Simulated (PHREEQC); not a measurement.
Make-up at 20 °C: 0.126 mol HCl, 0.0049 mol CuSO4 and 0.0042 mol MnSO4 per kg of water. Closed to the air; pH follows from the charge balance.

Equilibrium calculation in PHREEQC: ion-association model, phreeqc.dat.

**Question.** The ionic strength comes out as 0.145 mol/kgw. What activity coefficients do Cl-, CuCl+, HSO4-, Mn+2, H+ get?

**Answer.** Cl- 0.74, CuCl+ 0.74, HSO4- 0.76, Mn+2 0.36, H+ 0.81.

This is a speciation only: nothing precipitates in the calculation.
